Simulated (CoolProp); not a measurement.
Vapour-liquid equilibrium of ethylbenzene (1) + o-xylene (2) at 310.6 K; x and y are mole fractions of (1).

The numbers come from the multi-fluid Helmholtz-energy mixture model, Zhou 2012 and Zhou 2012; pair parameters Bell 2016 in CoolProp.

```csv
x,"bubble pressure, mixture model (MPa)","bubble pressure, Raoult's law (MPa)","y, mixture model","y, Raoult's law"
0.05,(withheld),0.001837,0.069,0.069
0.2,0.001956,0.001945,0.265,0.259
0.35,0.002076,0.002053,0.437,0.430
0.5,(withheld),0.002161,0.588,0.583
0.65,(withheld),0.002269,0.722,0.722
0.8,0.002403,0.002377,(withheld),0.849
0.95,(withheld),0.002485,(withheld),0.964
```

Problem. What belongs in the gaps?

Solution. 
- 0.05, bubble pressure, mixture model (MPa): 0.001838
- 0.5, bubble pressure, mixture model (MPa): 0.002193
- 0.65, bubble pressure, mixture model (MPa): 0.002302
- 0.8, y, mixture model: 0.844
- 0.95, bubble pressure, mixture model (MPa): 0.002494
- 0.95, y, mixture model: 0.961

The largest gap from Raoult's law is +1.5 % in bubble pressure, at x = 0.65. No azeotrope shows between x = 0.05 and 0.95.

Pair parameters are fitted to limited data, so mixtures are less certain than the pure fluids.
